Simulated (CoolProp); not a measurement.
n-undecane along the isotherm 346.85 °C: Z from the reference equation and from simpler models built on Tc = 365.7 °C, pc = 1.990 MPa, ω = 0.539; each cubic takes its own stable root.

The numbers come from the reference Helmholtz-energy equation of state, Aleksandrov 2011 in CoolProp. It is a short technical equation, of lower accuracy than the large ones.

```
p (MPa)   phase  reference  Redlich-Kwong  Soave-Redlich-Kwong
-------  ------  ---------  -------------  -------------------
0.0157      gas     0.9966         0.9971               0.9970
0.0254      gas     0.9944         0.9952               0.9951
0.0411      gas     0.9910         0.9923               0.9921
0.0664      gas     0.9854         0.9875               0.9872
0.107       gas     0.9763         0.9798               0.9792
0.173       gas     0.9614         0.9670               0.9660
0.28        gas     0.9366         0.9458               0.9442
0.452       gas     0.8948         0.9104               0.9075
0.73        gas     0.8214         0.8484               0.8431
1.18        gas     0.6757         0.7291               0.7169
1.91     liquid     0.1428         0.2009               0.1870
3.08     liquid     0.2154         0.2772               0.2681
4.98     liquid     0.3293         0.4030               0.3949
```
